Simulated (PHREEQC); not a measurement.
A PHREEQC input (ion-association model, phreeqc.dat):

```
SOLUTION 1
  temp 25
  units mg/L
  pH 12.5
  pe 11.4
  Na 2.19
  K 0.429
  Ca 0.791
  Mg 0.137
  Cl 0.836
  S(6) 2.48 as SO4
  Alkalinity 4.75 as HCO3
  Si 0.00718 as SiO2
  Cd 0.00387
  O(0) 0.0617
  Ba 0.0217
  Li 0.00259
END
USE solution 1
EQUILIBRIUM_PHASES 1
  Quartz 0 0.5
  CO2(g) -2.5 10
END
```

It stops with these messages:

```
WARNING: Maximum iterations exceeded, 100
WARNING: Maximum iterations exceeded, 100
WARNING: The program has failed to converge to a numerical solution.
ERROR:           Alkalinity has not converged. Total: 7.788728e-05	Calculated: 3.674607e-02	Residual: -3.666818e-02
ERROR: Is non-carbonate alkalinity greater than total alkalinity?
ERROR:                   Ba has not converged. Total: 1.580889e-07	Calculated: 1.459950e-07	Residual: 1.209390e-08
ERROR:                   Ca has not converged. Total: 1.974638e-05	Calculated: 2.001990e-05	Residual: -2.735232e-07
ERROR:                   Cd has not converged. Total: 3.444954e-08	Calculated: 3.416200e-08	Residual: 2.875373e-10
ERROR:                   Cl has not converged. Total: 2.359348e-05	Calculated: 2.700541e-05	Residual: -3.411932e-06
ERROR:                    K has not converged. Total: 1.097734e-05	Calculated: 1.257574e-05	Residual: -1.598404e-06
ERROR:                   Li has not converged. Total: 3.734579e-07	Calculated: 4.229088e-07	Residual: -4.945091e-08
ERROR:                   Mg has not converged. Total: 5.638176e-06	Calculated: 5.496553e-06	Residual: 1.416231e-07
ERROR:                   Na has not converged. Total: 9.531202e-05	Calculated: 1.090315e-04	Residual: -1.371953e-05
ERROR:                 O(0) has not converged. Total: 3.858370e-06	Calculated: 3.869565e-06	Residual: -1.119505e-08
ERROR:                 S(6) has not converged. Total: 2.583032e-05	Calculated: 2.291100e-05	Residual: 2.919321e-06
ERROR:                   Si has not converged. Total: 1.195645e-07	Calculated: 1.135181e-07	Residual: 6.046356e-09
ERROR:                   Mu Ionic strength has not converged. 	Residual: -1.286544e-04
ERROR:               A(H2O) Activity of water has not converged. 	Residual: 6.199486e-04
ERROR: Model failed to converge for initial solution  1.
```

Task: What went wrong, and how is it mended?

Result: The fault: pH typed as 12.5 with the alkalinity kept. The line should read `pH 6.88` where the input has `pH 12.5`. With the mend the run ends at pH 6.21 and ionic strength 0.000207 mol/kgw.
